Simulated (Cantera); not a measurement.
An isothermal, constant-pressure homogeneous reactor starts with CH4 : CO2 = 1 : 0.88 (molar parts), at 1773 K and 10.0 bar. Integrator tolerance rtol = 1e-08.

Cantera simulation using GRI-Mech 3.0 (53 species, 325 reactions); the numbers are that mechanism's predictions, not measurements.

**Question.** What does this change do: 0.029 parts H2O added?

**Answer.** 
| quantity | before | after |
|---|---|---|
| x(CH4) at 70.0 s | 0.0191 (gas-phase equilibrium 0.0191) | 0.0156 (gas-phase equilibrium 0.0156) |
| x(CO2) at 70.0 s | 2.08e-5 (gas-phase equilibrium 2.14e-5) | 2.59e-5 (gas-phase equilibrium 2.68e-5) |
| x(HO2) at 70.0 s | <1e-12 (gas-phase equilibrium <1e-12) | <1e-12 (gas-phase equilibrium <1e-12) |
| x(O2) at 70.0 s | <1e-12 (gas-phase equilibrium <1e-12) | <1e-12 (gas-phase equilibrium <1e-12) |
| x(H2O) at 70.0 s | 8.04e-5 (gas-phase equilibrium 8.28e-5) | 0.000102 (gas-phase equilibrium 0.000105) |
| x(CH2CO) at 70.0 s | 2.19e-6 (gas-phase equilibrium 2.19e-6) | 1.76e-6 (gas-phase equilibrium 1.77e-6) |
| x(CH2) at 70.0 s | 7.00e-9 (gas-phase equilibrium 7.00e-9) | 5.65e-9 (gas-phase equilibrium 5.65e-9) |

**Question.** What does this change do: temperature 1773 to 1348 K?

**Answer.** 
| quantity | before | after |
|---|---|---|
| x(CH4) at 70.0 s | 0.0191 (gas-phase equilibrium 0.0191) | 0.261 (gas-phase equilibrium 0.0397) |
| x(CO2) at 70.0 s | 2.08e-5 (gas-phase equilibrium 2.14e-5) | 0.169 (gas-phase equilibrium 0.00221) |
| x(HO2) at 70.0 s | <1e-12 (gas-phase equilibrium <1e-12) | <1e-12 (gas-phase equilibrium <1e-12) |
| x(O2) at 70.0 s | <1e-12 (gas-phase equilibrium <1e-12) | <1e-12 (gas-phase equilibrium <1e-12) |
| x(H2O) at 70.0 s | 8.04e-5 (gas-phase equilibrium 8.28e-5) | 0.135 (gas-phase equilibrium 0.00424) |
| x(CH2CO) at 70.0 s | 2.19e-6 (gas-phase equilibrium 2.19e-6) | 6.56e-6 (gas-phase equilibrium 1.96e-7) |
| x(CH2) at 70.0 s | 7.00e-9 (gas-phase equilibrium 7.00e-9) | 2.43e-11 (gas-phase equilibrium <1e-12) |

**Question.** What does this change do: temperature 1773 to 1398 K?

**Answer.** 
| quantity | before | after |
|---|---|---|
| x(CH4) at 70.0 s | 0.0191 (gas-phase equilibrium 0.0191) | 0.212 (gas-phase equilibrium 0.0364) |
| x(CO2) at 70.0 s | 2.08e-5 (gas-phase equilibrium 2.14e-5) | 0.0994 (gas-phase equilibrium 0.00109) |
| x(HO2) at 70.0 s | <1e-12 (gas-phase equilibrium <1e-12) | <1e-12 (gas-phase equilibrium <1e-12) |
| x(O2) at 70.0 s | <1e-12 (gas-phase equilibrium <1e-12) | <1e-12 (gas-phase equilibrium <1e-12) |
| x(H2O) at 70.0 s | 8.04e-5 (gas-phase equilibrium 8.28e-5) | 0.113 (gas-phase equilibrium 0.00233) |
| x(CH2CO) at 70.0 s | 2.19e-6 (gas-phase equilibrium 2.19e-6) | 4.34e-6 (gas-phase equilibrium 2.87e-7) |
| x(CH2) at 70.0 s | 7.00e-9 (gas-phase equilibrium 7.00e-9) | 4.18e-11 (gas-phase equilibrium 2.49e-12) |
